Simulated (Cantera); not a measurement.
# Low-pressure radical oxidation in H2/O2

An isothermal, constant-pressure homogeneous reactor starts with H2 : O2 : N2 = 0.029 : 1 : 0.14 (molar parts), equivalence ratio 0.015, at 1425 K and 3.60 Torr.

Computed with Cantera and GRI-Mech 3.0 (53 species, 325 reactions). Radical loss at walls, strong at low pressure, is not modelled.

```json
[
 {"t (s)": "2.00e-5", "x H2": "0.0248", "x O2": "0.855", "x NO": "<1e-12", "x H2O": "1.96e-11", "x N2O": "<1e-12", "x OH": "7.61e-10", "x H2O2": "<1e-12"},
 {"t (s)": "9.71e-5", "x H2": "0.0248", "x O2": "0.855", "x NO": "<1e-12", "x H2O": "1.66e-9", "x N2O": "<1e-12", "x OH": "1.22e-8", "x H2O2": "4.53e-12"},
 {"t (s)": "0.000472", "x H2": "0.0248", "x O2": "0.855", "x NO": "<1e-12", "x H2O": "9.86e-8", "x N2O": "<1e-12", "x OH": "1.48e-7", "x H2O2": "1.01e-10"},
 {"t (s)": "0.00229", "x H2": "0.0248", "x O2": "0.855", "x NO": "<1e-12", "x H2O": "3.35e-5", "x N2O": "<1e-12", "x OH": "2.35e-5", "x H2O2": "1.85e-9"},
 {"t (s)": "0.0111", "x H2": "0.000258", "x O2": "0.833", "x NO": "1.37e-9", "x H2O": "0.0220", "x N2O": "3.42e-10", "x OH": "0.00331", "x H2O2": "8.46e-9"},
 {"t (s)": "0.0540", "x H2": "0.000247", "x O2": "0.833", "x NO": "1.08e-8", "x H2O": "0.0221", "x N2O": "1.01e-9", "x OH": "0.00325", "x H2O2": "8.35e-9"},
 {"t (s)": "0.262", "x H2": "0.000217", "x O2": "0.836", "x NO": "5.04e-8", "x H2O": "0.0224", "x N2O": "1.09e-9", "x OH": "0.00305", "x H2O2": "8.06e-9"},
 {"t (s)": "1.27", "x H2": "0.000124", "x O2": "0.844", "x NO": "1.52e-7", "x H2O": "0.0234", "x N2O": "1.25e-9", "x OH": "0.00232", "x H2O2": "6.71e-9"},
 {"t (s)": "6.18", "x H2": "2.44e-5", "x O2": "0.851", "x NO": "2.54e-7", "x H2O": "0.0245", "x N2O": "1.65e-9", "x OH": "0.00103", "x H2O2": "3.24e-9"},
 {"t (s)": "30.0", "x H2": "2.02e-6", "x O2": "0.853", "x NO": "3.02e-7", "x H2O": "0.0250", "x N2O": "1.74e-9", "x OH": "0.000297", "x H2O2": "7.30e-10"}
]
```
x: mole fraction; the columns are a selection and need not sum to one.

Equilibrium at this temperature and pressure: H2 2.60e-7, O2 0.853, NO 0.000660, H2O 0.0251, N2O 1.13e-9, OH 0.000107, H2O2 2.11e-10 (gas phase only).
